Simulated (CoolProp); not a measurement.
A Linde-Hampson liquefier for ethylene: isothermal reversible compression at 320 K from 1 atm to 25 MPa, throttling to 1 atm, return gas leaving the recuperator 5 K below the feed. Each further row changes one setting.

Computed with CoolProp (reference Helmholtz-energy equation of state, Smukala 2000).

```csv
case,liquid yield per pass,compression work (kJ/kg of gas)
as stated,…,432
high pressure 50 MPa,…,…
warm-end temperature 350 K,…,…
warm-end gap 10 K,…,432
```

Problem. Complete the blanks.

Solution. 
- as stated, liquid yield per pass: 0.419
- high pressure 50 MPa, liquid yield per pass: 0.414
- high pressure 50 MPa, compression work (kJ/kg of gas): 491
- warm-end temperature 350 K, liquid yield per pass: 0.341
- warm-end temperature 350 K, compression work (kJ/kg of gas): 498
- warm-end gap 10 K, liquid yield per pass: 0.412
